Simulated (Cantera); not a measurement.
Standard-state values (1 bar) from the NASA 1993 polynomials, evaluated with Cantera. Values are per mole of reaction as written; species without (g) are pure solids or liquids, kept so even where they would boil at 1 bar.

6 F(g) + N₂(g) = 2 NF₃(g)

```json
[
 {"T (K)": "2223", "ΔH° (kJ)": "-743.6", "ΔS° (J/K)": "-646.4", "ΔG° (kJ)": "693.4", "log10 K": "-16.29"},
 {"T (K)": "2373", "ΔH° (kJ)": "[?]", "ΔS° (J/K)": "[?]", "ΔG° (kJ)": "[?]", "log10 K": "[?]"},
 {"T (K)": "2523", "ΔH° (kJ)": "[?]", "ΔS° (J/K)": "[?]", "ΔG° (kJ)": "[?]", "log10 K": "[?]"},
 {"T (K)": "2673", "ΔH° (kJ)": "-737.6", "ΔS° (J/K)": "-644.0", "ΔG° (kJ)": "983.8", "log10 K": "-19.22"},
 {"T (K)": "2823", "ΔH° (kJ)": "[?]", "ΔS° (J/K)": "[?]", "ΔG° (kJ)": "[?]", "log10 K": "[?]"},
 {"T (K)": "2973", "ΔH° (kJ)": "[?]", "ΔS° (J/K)": "[?]", "ΔG° (kJ)": "[?]", "log10 K": "[?]"}
]
```

Question: Fill in the missing entries.

Answer: 
- 2373, ΔH° (kJ): -741.7
- 2373, ΔS° (J/K): -645.6
- 2373, ΔG° (kJ): 790.3
- 2373, log10 K: -17.40
- 2523, ΔH° (kJ): -739.7
- 2523, ΔS° (J/K): -644.8
- 2523, ΔG° (kJ): 887.1
- 2523, log10 K: -18.37
- 2823, ΔH° (kJ): -735.5
- 2823, ΔS° (J/K): -643.2
- 2823, ΔG° (kJ): 1080.3
- 2823, log10 K: -19.99
- 2973, ΔH° (kJ): -733.2
- 2973, ΔS° (J/K): -642.4
- 2973, ΔG° (kJ): 1176.7
- 2973, log10 K: -20.67
